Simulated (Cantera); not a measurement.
A closed system holds: 1 mol Si3N4, 2.8 mol N2O, 170 mol N2, 0.013 mol CO2, held at 101000 Pa.

Equilibrium computed with Cantera from the NASA thermochemical tables; the gas is ideal and each condensed phase is pure. Candidate condensed phases: C, Si, SiC, SiO2, Si2N2O, Si3N4; 34 gas species. Mutual solubility and eutectic melting of coexisting phases are not modelled. The tables hold silica as quartz up to 1696 K and as liquid above; real silica turns to tridymite and cristobalite and melts near 1996 K. Kinetics and transport are ignored.

**Question.** Which condensed phases are stable at each of these points (T (°C)): 850, 950, 1050, 1150, 1250, 1350, 1450, 1550, 1650, 1750?

**Answer.** 
| T (°C) | condensed phases | Si condensed (%) |
|---|---|---|
| 850 | SiO2(β-quartz) + Si2N2O(s) | 100.0 |
| 950 | SiO2(β-quartz) + Si2N2O(s) | 100.0 |
| 1050 | SiO2(β-quartz) + Si2N2O(s) | 100.0 |
| 1150 | SiO2(β-quartz) + Si2N2O(s) | 100.0 |
| 1250 | SiO2(β-quartz) + Si2N2O(s) | 100.0 |
| 1350 | SiO2(β-quartz) + Si2N2O(s) | 99.7 |
| 1450 | SiO2(condensed) + Si2N2O(s) | 97.8 |
| 1550 | SiO2(condensed) + Si2N2O(s) | 85.1 |
| 1650 | SiO2(condensed) + Si2N2O(s) | 18.0 |
| 1750 | Si2N2O(s) | 12.4 |

From 850 °C to 1350 °C the condensed part is SiO2(β-quartz) + Si2N2O(s). From 1450 °C to 1650 °C the condensed part is SiO2(condensed) + Si2N2O(s). At 1750 °C the condensed part is Si2N2O(s).
